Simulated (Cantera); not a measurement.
Cantera run:

```python
import numpy as np
import cantera as ct

gas_names = """
    H HO2 H2 H2O H2O2 Mg MgH MgO MgOH MgO2H2 Mg2 O OH O2 O3 Si SiH SiH2 SiH3 SiH4 SiO SiO2 Si2 Si3
""".split()
cond_names = """
    H2O(s) H2O(L) Mg(cr) Mg(L) MgO(s) MgO(L) MgO2H2(s) MgSiO3(I) MgSiO3(II) MgSiO3(III) MgSiO3(L)
    Mg2SiO4(s) Mg2SiO4(L) Si(cr) Si(L) SiO2(Lqz) SiO2(hqz) SiO2(L)
""".split()


# ... load() reads the species with a 1 bar reference pressure and builds the phases ...
atoms = {
    'SiO2': {'Si': 1, 'O': 2},
    'MgO': {'Mg': 1, 'O': 1},
    'H2O': {'H': 2, 'O': 1},
}
top_T = {}  # K; cautious upper limits of use, not melting points


# ... equilibrate(T, P, feed) seeds the gas with the atoms and calls Mixture.equilibrate('TP', solver="vcs", rtol=1e-11, max_steps=5000) ...
results = []
feed = {'SiO2': 1, 'MgO': 2, 'H2O': 7.6}  # mol
T = 1075  # K
P = 100000  # Pa
mix = equilibrate(T, P, feed)
results.append((T, P, feed, dict(zip(mix.species_names, mix.species_moles))))
x = sorted(zip(gas.X, gas.species_names), reverse=True)
print(f"T = {T:g} K  P = {P:g} Pa  gas = {mix.phase_moles(0):.4g} mol")
print("   x: " + "  ".join(f"{s} {v:.3e}" for v, s in x if v > 0.001))
print("   condensed (mol): " + ("  ".join(f"{mix.phase(i).name} {mix.phase_moles(i):.4g}"
      for i in range(1, mix.n_phases) if mix.phase_moles(i) > 1e-12) or "none"))
```

Output:

```
T = 1075 K  P = 100000 Pa  gas = 7.6 mol
   x: H2O 1.000e+00
   condensed (mol): MgSiO3(II) 7.785e-12  Mg2SiO4(s) 1
```

Equilibrium computed with Cantera from the NASA thermochemical tables; the gas is ideal and each condensed phase is pure. Condensed phases not in the tables: alloys, solid solutions and most ternary compounds.
